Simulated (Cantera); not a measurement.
Charge: 1 mol SiC, 1.1 mol N₂O, 16 mol N₂, 0.0014 mol O₂, at 2.40e-5 bar.

These are equilibrium values from Cantera (NASA tables, ideal gas, pure condensed phases), not measurements of a reactor. Candidate condensed phases: C, Si, SiC, SiO₂, Si₂N₂O, Si₃N₄; 34 gas species. Mutual solubility and eutectic melting of coexisting phases are not modelled. Kinetics and transport are ignored.

Problem. What share of the Si ends up in condensed phases as a function of T (K), at 1200, 1275, 1350, 1425, 1500, 1575, 1650, 1725, 1800, 1875, 1950, 2025, 2100?

Solution. 
```csv
T (K),Si condensed (%),as
1200,100.0,Si₂N₂O(s)
1275,99.8,SiC(s) + Si₂N₂O(s)
1350,96.8,SiC(s) + Si₂N₂O(s)
1425,62.5,SiC(s) + Si₂N₂O(s)
1500,44.8,SiC(s)
1575,44.4,SiC(s)
1650,42.7,SiC(s)
1725,36.2,SiC(s)
1800,19.4,SiC(s)
1875,0.0,-
1950,0.0,-
2025,0.0,-
2100,0.0,-
```
